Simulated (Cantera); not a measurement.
A perfectly stirred reactor is fed with CH4 : H2 : O2 = 0.019 : 1 : 0.049 (molar parts), equivalence ratio 11, at 4700 Pa; it is held at 2600 K, and followed from long to short residence time.

Computed with Cantera and GRI-Mech 3.0 (53 species, 325 reactions). Radical loss at walls, strong at low pressure, is not modelled. The temperature is held fixed by assumption; the heat of reaction is taken as removed at once.

x: mole fraction; the columns are a selection and need not sum to one.

```json
[
 {"τ (s)": "0.32", "x CH4": "4.73e-7", "x H2": "0.771", "x O2": "1.27e-5", "x C2H2": "2.70e-9", "x C2H6": "<1e-12", "x CO": "0.0164", "x HO2": "4.76e-9"},
 {"τ (s)": "0.15", "x CH4": "1.34e-6", "x H2": "0.782", "x O2": "1.18e-5", "x C2H2": "1.83e-8", "x C2H6": "<1e-12", "x CO": "0.0165", "x HO2": "4.48e-9"},
 {"τ (s)": "0.072", "x CH4": "4.51e-6", "x H2": "0.799", "x O2": "1.20e-5", "x C2H2": "1.61e-7", "x C2H6": "<1e-12", "x CO": "0.0167", "x HO2": "4.32e-9"},
 {"τ (s)": "0.034", "x CH4": "1.85e-5", "x H2": "0.818", "x O2": "1.73e-5", "x C2H2": "1.86e-6", "x C2H6": "9.89e-12", "x CO": "0.0168", "x HO2": "5.24e-9"},
 {"τ (s)": "0.016", "x CH4": "?", "x H2": "0.833", "x O2": "?", "x C2H2": "?", "x C2H6": "1.25e-10", "x CO": "0.0168", "x HO2": "?"},
 {"τ (s)": "0.0076", "x CH4": "?", "x H2": "0.841", "x O2": "?", "x C2H2": "?", "x C2H6": "9.16e-10", "x CO": "0.0164", "x HO2": "?"},
 {"τ (s)": "0.0036", "x CH4": "0.000435", "x H2": "0.845", "x O2": "0.000178", "x C2H2": "0.000398", "x C2H6": "4.27e-9", "x CO": "0.0153", "x HO2": "4.94e-8"}
]
```

Question: Fill in the missing entries.

Answer: 
- 0.016, x CH4: 6.96e-5
- 0.016, x O2: 3.58e-5
- 0.016, x C2H2: 1.82e-5
- 0.016, x HO2: 9.76e-9
- 0.0076, x CH4: 0.000196
- 0.0076, x O2: 8.02e-5
- 0.0076, x C2H2: 0.000107
- 0.0076, x HO2: 2.18e-8
